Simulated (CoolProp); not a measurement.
R142b along the isobar 4560 kPa: density (kg/m³) from the reference equation and from simpler models built on Tc = 137.1 °C, pc = 4055 kPa, ω = 0.232; each cubic takes its own stable root.

Model: reference Helmholtz-energy equation of state, Lemmon 2006, in CoolProp. It is a short technical equation, of lower accuracy than the large ones.

```json
[
 {"T (°C)": "5.25", "phase": "liquid", "reference": "1171"},
 {"T (°C)": "28.45", "phase": "liquid", "reference": "1117"},
 {"T (°C)": "51.65", "phase": "liquid", "reference": "1059"},
 {"T (°C)": "74.85", "phase": "liquid", "reference": "992.6"},
 {"T (°C)": "98.15", "phase": "liquid", "reference": "913.5"},
 {"T (°C)": "121.35", "phase": "liquid", "reference": "806.6"},
 {"T (°C)": "144.55", "phase": "supercritical", "reference": "424.2"},
 {"T (°C)": "167.85", "phase": "supercritical", "reference": "207.7"}
]
```

Problem. How far does each simpler model (van der Waals, Redlich-Kwong, Soave-Redlich-Kwong, Peng-Robinson) lie from the reference over these 8 states: mean and median of the absolute difference, and the worst?

Solution. 
- van der Waals: mean 29.6 %, median 37.6 %, worst -38.7 % at 5.25 °C and 4560 kPa
- Redlich-Kwong: mean 11.8 %, median 13.0 %, worst -19.5 % at 121.35 °C and 4560 kPa
- Soave-Redlich-Kwong: mean 11.0 %, median 11.0 %, worst -17.3 % at 121.35 °C and 4560 kPa
- Peng-Robinson: mean 3.1 %, median 2.3 %, worst -7.4 % at 121.35 °C and 4560 kPa
